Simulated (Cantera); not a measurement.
A Cantera script and what it prints.

```python
import numpy as np
import cantera as ct

gas_names = """
    H H2 N NH NH2 NH3 N2 N2H2 N2H4 Zr ZrN
""".split()
cond_names = """
    Zr(a) Zr(b) Zr(L) ZrN(s) ZrN(L)
""".split()


def load(file, names, dense=False):
    # The tables refer to 1 bar. Condensed volumes are neglected.
    table = {s.name: s for s in ct.Species.list_from_file(file)}
    out = []
    for n in names:
        d = dict(table[n].input_data)
        d["thermo"] = dict(d["thermo"], **{"reference-pressure": 1e5})
        if dense:
            d["equation-of-state"] = {"model": "constant-volume", "density": "1e6 g/cm^3"}
        out.append(ct.Species.from_dict(d))
    return out


gas = ct.Solution(thermo="ideal-gas", species=load("nasa_gas.yaml", gas_names))
cond = {s.name: ct.Solution(thermo="fixed-stoichiometry", species=[s], name=s.name)
        for s in load("nasa_condensed.yaml", cond_names, dense=True)}
atoms = {
    'ZrN': {'Zr': 1, 'N': 1},
    'H2': {'H': 2},
}
top_T = {}  # K; cautious upper limits of use, not melting points


def equilibrate(T, P, feed):
    n = {}
    for name, mol in feed.items():
        for a, k in atoms[name].items():
            n[a] = n.get(a, 0.0) + k * mol
    gas.TPX = T, P, n
    mass = sum(n.values()) * gas.mean_molecular_weight
    gas.equilibrate("TP")
    valid = [c for c in cond.values() if c.min_temp <= T <= top_T.get(c.name, c.max_temp)]
    mix = ct.Mixture([(gas, mass / gas.mean_molecular_weight)] + [(c, 0.0) for c in valid])
    mix.T, mix.P = T, P
    mix.equilibrate("TP", solver="vcs", rtol=1e-11, max_steps=5000)
    return mix


results = []
feed = {'ZrN': 1, 'H2': 0.025}  # mol
T = 2775  # K
P = 19000  # Pa
mix = equilibrate(T, P, feed)
results.append((T, P, feed, dict(zip(mix.species_names, mix.species_moles))))
print(gas.report(threshold=1e-05))
for i in range(1, mix.n_phases):
    print(f"{mix.phase(i).name:16s} {mix.phase_moles(i):12.5e} mol")
```

Output:

```
       temperature   2775 K
          pressure   19000 Pa
           density   0.0015553 kg/m^3
  mean mol. weight   1.8887 kg/kmol
   phase of matter   gas

                          1 kg             1 kmol
                     ---------------   ---------------
          enthalpy        5.8424e+07        1.1035e+08  J
   internal energy        4.6208e+07        8.7273e+07  J
           entropy        1.1193e+05        2.1141e+05  J/K
    Gibbs function       -2.5219e+08       -4.7632e+08  J
 heat capacity c_p             18006             34007  J/K
 heat capacity c_v             13603             25693  J/K

                      mass frac. Y      mole frac. X     chem. pot. / RT
                     ---------------   ---------------   ---------------
                 H          0.084108            0.1576           -11.203
                H2           0.89847           0.84174           -22.406
                N2          0.006472        0.00043634           -37.492
                Zr          0.010949         0.0002267           -9.7818
     [   +7 minor]        1.7474e-06        2.2427e-07

Zr(L)             1.75500e-05 mol
ZrN(s)            9.99976e-01 mol
```

These are equilibrium values from Cantera (NASA tables, ideal gas, pure condensed phases), not measurements of a reactor. ZrN: taken at fixed stoichiometry.
